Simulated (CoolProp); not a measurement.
Vapour-liquid equilibrium of R125 (1) + R134a (2) at 2.9 bar; x and y are mole fractions of (1).

Computed with CoolProp (multi-fluid Helmholtz-energy mixture model, Lemmon 2005 and Tillner-Roth 1994; pair parameters Lemmon 2004).

```json
[
 {"x": "0.05", "bubble temperature (K)": "271.1", "y at the bubble point": "0.105", "dew temperature at overall composition x (K)": "272.0", "liquid density (mol/L)": "12.67"},
 {"x": "0.15", "bubble temperature (K)": "267.7", "y at the bubble point": "0.284", "dew temperature at overall composition x (K)": "270.3", "liquid density (mol/L)": "12.61"},
 {"x": "0.25", "bubble temperature (K)": "264.7", "y at the bubble point": "0.429", "dew temperature at overall composition x (K)": "268.4", "liquid density (mol/L)": "12.54"},
 {"x": "0.35", "bubble temperature (K)": "262.1", "y at the bubble point": "0.549", "dew temperature at overall composition x (K)": "266.4", "liquid density (mol/L)": "12.46"},
 {"x": "0.45", "bubble temperature (K)": "259.6", "y at the bubble point": "0.649", "dew temperature at overall composition x (K)": "264.3", "liquid density (mol/L)": "12.37"},
 {"x": "0.55", "bubble temperature (K)": "257.4", "y at the bubble point": "0.735", "dew temperature at overall composition x (K)": "262.0", "liquid density (mol/L)": "12.29"},
 {"x": "0.65", "bubble temperature (K)": "255.3", "y at the bubble point": "0.808", "dew temperature at overall composition x (K)": "259.6", "liquid density (mol/L)": "12.19"},
 {"x": "0.75", "bubble temperature (K)": "253.4", "y at the bubble point": "0.871", "dew temperature at overall composition x (K)": "257.0", "liquid density (mol/L)": "12.10"},
 {"x": "0.85", "bubble temperature (K)": "251.7", "y at the bubble point": "0.927", "dew temperature at overall composition x (K)": "254.1", "liquid density (mol/L)": "12.00"},
 {"x": "0.95", "bubble temperature (K)": "250.0", "y at the bubble point": "0.977", "dew temperature at overall composition x (K)": "250.9", "liquid density (mol/L)": "11.90"}
]
```

No azeotrope shows between x = 0.05 and 0.95.

The pair parameters rest on a limited set of measurements; away from them the model extrapolates.
